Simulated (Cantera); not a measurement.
A diamond (100) surface in a fixed gas of H2 with x(CH4) = 0.0021, x(H) = 0.0031, at 1373 K, 0.0750 bar; coverages are run to steady state.

Cantera simulation using the Harris–Goodwin 1993 mechanism for the reconstructed diamond (100) surface; the numbers are that mechanism's predictions, not measurements.

One state of this run: growth (µm/h) = 0.319; θ c6HH = 0.363; θ c6H* = 0.0560; θ c6*H = 0.533; θ c6** = 0.0484; θ c6HM = 2.02e-5. θ: site fractions in the mechanism's names (c6HH fully hydrogenated, c6H* and c6*H radical sites, c6** diradical, c6HM methylated).

Task: Which value of x(CH3) does it belong to?
A) 0.0049
B) 2.4e-05
C) 2.9e-06
D) 0.0017

Result: B, 2.4e-05
